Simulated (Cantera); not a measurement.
Equilibrium for oxide etching and cleaning by halides: B2O3 + NF3 + O2

A closed system holds: 1 mol B2O3, 0.54 mol NF3, 0.12 mol O2, held at 0.160 bar.

These are equilibrium values from Cantera (NASA tables, ideal gas, pure condensed phases), not measurements of a reactor. Candidate condensed phases: B, BN, B2O3; 31 gas species. Rates play no part.

```
T (°C)     x BOF   x O2    x BF3   x N2  x B3O3F3    x B2O3     x BO2  n B2O3(l)
------  --------  -----  -------  -----  --------  --------  --------  ---------
525      3.72e-7  0.393    0.379  0.202    0.0260    <1e-12    <1e-12      0.695
625      8.97e-6  0.393    0.372  0.202    0.0329    <1e-12    <1e-12      0.686
725     0.000112  0.393    0.366  0.202    0.0385  1.90e-11  5.43e-11      0.679
825     0.000874  0.393    0.361  0.202    0.0430   1.48e-9   2.11e-9      0.672
925      0.00478  0.392    0.355  0.202    0.0463   5.39e-8   4.40e-8      0.666
1025      0.0198  0.388    0.345  0.199    0.0479   1.10e-6   5.66e-7      0.656
1125      0.0654  0.376    0.319  0.193    0.0463   1.43e-5   4.98e-6      0.635
1225       0.175  0.347    0.260  0.178    0.0390  0.000130   3.21e-5      0.583
1325       0.369  0.295    0.157  0.152    0.0242  0.000884  0.000159      0.467
1425       0.568  0.241   0.0517  0.124   0.00808   0.00474  0.000638      0.292
1525       0.639  0.216  0.00878  0.111   0.00139    0.0208   0.00222      0.158
```
x: gas mole fraction; n: condensed amount in mol.

From 525 °C to 1525 °C the condensed part is B2O3(l). The main B-bearing gas is BF3 at 525 °C and BOF at 1525 °C. The share of B in condensed phases is highest at 525 °C (69.5 %) and lowest at 1525 °C (15.8 %).
